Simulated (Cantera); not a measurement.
Mixture: 8.21 % CH4, 12.6 % O2, 75.8 % N2, 3.37 % H2, equivalence ratio 1.4, at 4.93 atm, adiabatic and at constant volume. Ignition delay is the time to a rise of 400 K.

Cantera simulation using GRI-Mech 3.0 (53 species, 325 reactions); the numbers are that mechanism's predictions, not measurements.

**Question.** Predict: delay at 1125 K; delay at 1200 K; delay at 1275 K; delay at 1350 K; delay at 1425 K; delay at 1500 K; delay at 1575 K; apparent activation energy between 1425 and 1575 K.

**Answer.** delay at 1125 K: 2.42 ms
delay at 1200 K: 1.26 ms
delay at 1275 K: 0.709 ms
delay at 1350 K: 0.405 ms
delay at 1425 K: 0.233 ms
delay at 1500 K: 0.136 ms
delay at 1575 K: 80.9 µs
apparent activation energy between 1425 and 1575 K: 130 kJ/mol
